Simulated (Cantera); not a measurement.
**Equilibrium for silicon oxide and oxynitride deposition: SiF4 + H2O + N2**

Feed: 1 mol SiF4, 15 mol H2O, 16 mol N2, held at 10000 Pa.

Cantera equilibrium calculation (NASA polynomials, part measured and part estimated; ideal gas, pure solids and liquids). Candidate condensed phases: H2O, Si, SiO2, Si2N2O, Si3N4; 58 gas species. The tables hold silica as quartz up to 1696 K and as liquid above; real silica turns to tridymite and cristobalite and melts near 1996 K. Gases not in the tables: Si(OH)4. Equilibrium is a limit: real reactors are often held back by kinetics, nucleation or transport.

| T (K) | x N2 | x H2O | x HF | x SiF4 | x H2 | x O2 | x OH | n SiO2(α-quartz) | n SiO2(β-quartz) | n SiO2(condensed) |
|---|---|---|---|---|---|---|---|---|---|---|
| 775 | 0.489 | 0.412 | 0.0912 | 0.00775 | 9.60e-10 | 4.54e-10 | 9.79e-12 | 0.746 | 0 | 0 |
| 875 | 0.486 | 0.400 | 0.111 | 0.00272 | 1.75e-8 | 8.14e-9 | 3.52e-10 | 0 | 0.911 | 0 |
| 975 | 0.485 | 0.396 | 0.118 | 0.000792 | 1.78e-7 | 8.18e-8 | 6.16e-9 | 0 | 0.974 | 0 |
| 1075 | 0.485 | 0.395 | 0.120 | 0.000248 | 1.19e-6 | 5.38e-7 | 6.35e-8 | 0 | 0.992 | 0 |
| 1175 | 0.485 | 0.394 | 0.121 | 9.01e-5 | 5.81e-6 | 2.57e-6 | 4.42e-7 | 0 | 0.997 | 0 |
| 1275 | 0.485 | 0.394 | 0.121 | 3.79e-5 | 2.22e-5 | 9.63e-6 | 2.27e-6 | 0 | 0.999 | 0 |
| 1375 | 0.485 | 0.394 | 0.121 | 1.79e-5 | 6.99e-5 | 2.97e-5 | 9.19e-6 | 0 | 0.999 | 0 |
| 1475 | 0.485 | 0.394 | 0.121 | 9.39e-6 | 0.000189 | 7.87e-5 | 3.08e-5 | 0 | 1.000 | 0 |
| 1575 | 0.485 | 0.393 | 0.121 | 5.32e-6 | 0.000451 | 0.000184 | 8.84e-5 | 0 | 1.000 | 0 |
| 1675 | 0.485 | 0.393 | 0.121 | 3.23e-6 | 0.000972 | 0.000388 | 0.000224 | 0 | 1.000 | 0 |
| 1775 | 0.484 | 0.391 | 0.121 | 2.02e-6 | 0.00192 | 0.000750 | 0.000509 | 0 | 0 | 1.000 |
| 1875 | 0.484 | 0.389 | 0.121 | 1.32e-6 | 0.00353 | 0.00135 | 0.00106 | 0 | 0 | 1.000 |
| 1975 | 0.483 | 0.385 | 0.121 | 9.05e-7 | 0.00607 | 0.00228 | 0.00204 | 0 | 0 | 1.000 |
x: gas mole fraction; n: condensed amount in mol.

At 775 K the condensed part is SiO2(α-quartz). From 875 K to 1675 K the condensed part is SiO2(β-quartz). From 1775 K to 1975 K the condensed part is SiO2(condensed).
